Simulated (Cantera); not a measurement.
A jet of CH4 : O2 : N2 = 0.075 : 0.055 : 0.79 (molar parts), equivalence ratio 2.7 at 300 K and 5000 Pa hits a platinum plate 5.7 cm away at a mass flux of 0.021 kg/m²/s; the plate temperature is set and raised in steps from an oxygen-covered start.

Detailed kinetics in Cantera: Deutschmann's 1995 Pt surface mechanism with GRI-Mech 3.0 gas chemistry. Catalytic surfaces can have several steady states; this one follows from the mechanism file's or the stated starting coverage.

One state of this run: wall x CH4 = 0.0241; wall x O2 = 0.00539; wall x H2O = 0.0410; wall x OH = <1e-8; wall x CO = 0.0593; wall x CO2 = 2.25e-5; θ free Pt = 0.409; θ H* = 0.00199; θ CO* = 0.0298; θ C* = 0.559. x: mole fraction at the wall; θ: surface coverage.

Q: Which value of plate T (K) does it belong to?
A) 950
B) 1050
C) 850
D) 1000

A: D, 1000
